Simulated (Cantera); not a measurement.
**Thermodynamics of thermal oxidation and active oxidation of silicon, feed Si + H2O + H2**

Charge: 1 mol Si, 0.57 mol H2O, 1.6 mol H2, at 1700 °C and 1.00 bar.

Method: chemical equilibrium by Gibbs-energy minimisation in Cantera with the NASA 1993 tables (ideal gas, pure condensed phases). Candidate condensed phases: H2O, Si, SiO2; 18 gas species. Gases not in the tables: Si2H6 and higher silanes. Rates play no part.

```
Quantity       Result
----------  ---------
x(H2)           0.791
x(SiO)          0.208
x(H)          0.00120
x(H2O)       0.000122
x(SiH2)       7.19e-5
x(Si)         3.16e-5
x(SiH)        2.03e-5
n(Si(l))    0.430 mol
gas amount  2.741 mol
```
